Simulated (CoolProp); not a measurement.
Computed with CoolProp (reference Helmholtz-energy equation of state, Wagner 2002).

**Question.** For water, give the phase and the cp (kJ/(kg K)), conductivity (mW/(m K)) at 244.25 °C and 461 kPa; 141.05 °C and 849 kPa; 120.65 °C and 1470 kPa.

**Answer.** 
- 244.25 °C and 461 kPa: gas; cp 2.07, conductivity 38.6
- 141.05 °C and 849 kPa: liquid; cp 4.28, conductivity 683
- 120.65 °C and 1470 kPa: liquid; cp 4.24, conductivity 683

Thermal conductivity comes from a separate model (Huber 2012).
